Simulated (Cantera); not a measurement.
Feed: 1 mol Al(CH3)3, 1.2 mol O2, 3.2 mol N2, equilibrated at 700 K and 51.0 mbar.

Equilibrium computed with Cantera from the NASA thermochemical tables; the gas is ideal and each condensed phase is pure. Candidate condensed phases: Al, AlN, Al2O3, C, C6H6, C7H8, C8H18, H2O; 148 gas species. The feed counts by its element totals alone. Kinetics and transport are ignored.

Task: What is the equilibrium state?

Result: 
- x(N2) = 0.433
- x(H2) = 0.395
- x(H2O) = 0.0785
- x(CH4) = 0.0676
- x(CO2) = 0.0171
- x(CO) = 0.00911
- x(NH3) = 7.80e-5
- n(Al2O3(s)) = 0.500 mol
- n(C(graphite)) = 2.31 mol
- gas amount = 7.393 mol
- log10 activity of Al(s) (absent) = -29.90
